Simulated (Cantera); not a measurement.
Input: 1 mol BF3, 3.5 mol H2, 0.41 mol O2, equilibrated at 552 °C and 3400 Pa.

These are equilibrium values from Cantera (NASA tables, ideal gas, pure condensed phases), not measurements of a reactor. Candidate condensed phases: B, B2O3, B3O3H3, H2O; 43 gas species. Gases not in the tables: H3BO3. The numbers say what is thermodynamically allowed, not how fast it happens.

Base state: H2 0.587, BF3 0.176, H2O 0.134, HF 0.0888, B3O3F3 0.0131, (HBO2)3 0.000707 (mole fractions); condensed: B2O3(l).

Q: What changes in the equilibrium state with this change: pressure from 3400 Pa to 34.0 Pa?

A: 
```csv
species,before,after
H2,0.587,0.580
HF,0.0888,0.157
BF3,0.176,0.153
H2O,0.134,0.0991
B3O3F3,0.0131,0.0114
BOF,2.07e-6,4.26e-5
(HBO2)3,0.000707,4.49e-5
"B2O3(l), mol",0.00290,0.0678
```

Q: What changes in the equilibrium state with this change: 0.042 mol Cl2 added?

A: 
```csv
species,before,after
H2,0.587,0.572
BF3,0.176,0.175
H2O,0.134,0.133
HCl,0,0.0182
B3O3F3,0.0131,0.0130
HF,0.0888,0.0881
(HBO2)3,0.000707,0.000697
"B2O3(l), mol",0.00290,0.00302
```
